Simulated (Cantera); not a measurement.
An adiabatic, constant-volume homogeneous reactor starts with CH4 : H2 : O2 : N2 = 1 : 0.34 : 2.78 : 10.5 (molar parts), equivalence ratio 0.78, at 1550 K and 5.00 bar.

Detailed kinetics in Cantera: GRI-Mech 3.0 (53 species, 325 reactions).

One state of this run: T (K) = 2957; P (bar) = 9.68; x CH4 = <1e-12; x H2 = 0.00860; x O2 = 0.0394; x O = 0.00625; x N2O = 3.06e-6; x C2H6 = <1e-12. x: mole fraction; the columns are a selection and need not sum to one.

Question: Which value of t (s) does it belong to?
A. 4.00e-6
B. 0.600
C. 1.32e-5
D. 4.34e-5

Answer: B, 0.600
